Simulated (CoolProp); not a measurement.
A simple Rankine cycle with R152A: condensing at 291.15 K, boiler at 3.49 MPa, turbine inlet 412.9 K, turbine efficiency 0.7, pump efficiency 0.8, no recuperator. Each further row changes one setting.

Computed with CoolProp (reference Helmholtz-energy equation of state, Outcalt 1996). It is a modified Benedict-Webb-Rubin equation, recast in Helmholtz form.

```
case                             thermal efficiency (%)  net work (kJ/kg)  heat in (kJ/kg)  turbine exit temperature (K)  volume ratio over the turbine
-------------------------------  ----------------------  ----------------  ---------------  ----------------------------  -----------------------------
as stated                                          12.5              48.7              388                         334.6                            ___
turbine inlet 432.9 K                              12.8               ___              ___                         358.1                           7.17
condensing temperature 283.15 K                     ___              55.1              ___                         327.0                           9.44
boiler pressure 2.44 MPa                           10.9               ___              407                         353.9                           4.95
turbine efficiency 0.6                              ___              41.1              388                         340.9                           7.56
```

Q: What belongs in the gaps?

A: 
- as stated, volume ratio over the turbine: 7.38
- turbine inlet 432.9 K, net work (kJ/kg): 54.0
- turbine inlet 432.9 K, heat in (kJ/kg): 422
- condensing temperature 283.15 K, thermal efficiency (%): 13.7
- condensing temperature 283.15 K, heat in (kJ/kg): 402
- boiler pressure 2.44 MPa, net work (kJ/kg): 44.6
- turbine efficiency 0.6, thermal efficiency (%): 10.6
